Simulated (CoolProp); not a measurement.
R407C at 477.36 K and 1.5 MPa flows at 9.9 m/s in a round tube of 6 mm bore and 15 µm roughness, fully developed (64/Re and Nu = 3.66 if laminar; Colebrook and Gnielinski if turbulent). Each further row changes one setting.

Values from CoolProp's reference Helmholtz-energy equation of state, Lemmon 2003. It is a pseudo-pure fit of the blend.

| case | Reynolds number | Darcy friction factor | pressure drop (Pa/m) | heat-transfer coefficient (W/(m² K)) | mass flow (kg/h) |
|---|---|---|---|---|---|
| as stated | 101000 | 0.0263 | 7300 | ? | ? |
| velocity 19.8 m/s | 202000 | 0.0256 | 28400 | 2680 | 68.5 |
| diameter 12 mm | 202000 | 0.0219 | ? | 1140 | 137 |

Question: Complete the blanks.

Answer: 
- as stated, heat-transfer coefficient (W/(m² K)): 1370
- as stated, mass flow (kg/h): 34.2
- diameter 12 mm, pressure drop (Pa/m): 3040

Viscosity comes from a separate model (Geller 2000). Thermal conductivity comes from a separate model (Geller 2001).
